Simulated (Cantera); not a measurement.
# Thermodynamics of silicon etching in halogen gases, feed Si + HBr + N2

Charge: 1 mol Si, 7.6 mol HBr, 1 mol N2, equilibrated at 1050 K.

Method: chemical equilibrium by Gibbs-energy minimisation in Cantera with the NASA 1993 tables (ideal gas, pure condensed phases). Candidate condensed phases: Br2, Si, Si3N4; 28 gas species. N2 is the only nitrogen source here; it is nearly inert below about 1500 K, so the nitride shown seldom forms there in practice. The tables' values for SiBr3 are old estimates; treat these amounts as uncertain. Equilibrium is a limit: real reactors are often held back by kinetics, nucleation or transport.

| P (Pa) | x HBr | x H2 | x N2 | x SiBr4 | x SiBr2 | x Br | x SiBr3 | n Si3N4(s) |
|---|---|---|---|---|---|---|---|---|
| 1 | 0.722 | 0.119 | 0.0864 | 0.0486 | 0.0157 | 0.00608 | 0.00212 | 0.158 |
| 4.20 | 0.711 | 0.131 | 0.0877 | 0.0609 | 0.00530 | 0.00279 | 0.00138 | 0.157 |
| 18 | 0.690 | 0.144 | 0.0915 | 0.0702 | 0.00167 | 0.00125 | 0.000829 | 0.145 |
| 75 | 0.666 | 0.158 | 0.0960 | 0.0783 | 0.000528 | 0.000562 | 0.000492 | 0.129 |
| 320 | 0.638 | 0.173 | 0.101 | 0.0863 | 0.000163 | 0.000249 | 0.000287 | 0.110 |
| 1300 | 0.610 | 0.189 | 0.106 | 0.0941 | 5.19e-5 | 0.000113 | 0.000169 | 0.0911 |
| 5600 | 0.580 | 0.205 | 0.112 | 0.102 | 1.58e-5 | 4.98e-5 | 9.73e-5 | 0.0708 |
| 24000 | 0.550 | 0.222 | 0.118 | 0.111 | 4.79e-6 | 2.19e-5 | 5.58e-5 | 0.0502 |
| 100000 | 0.519 | 0.238 | 0.123 | 0.119 | 1.49e-6 | 9.78e-6 | 3.22e-5 | 0.0298 |
x: gas mole fraction; n: condensed amount in mol.

From 0.00750 Torr to 750 Torr the condensed part is Si3N4(s). The main Si-bearing gas is SiBr4 throughout. The share of Si in condensed phases is highest at 0.00750 Torr (47.4 %) and lowest at 750 Torr (8.9 %).
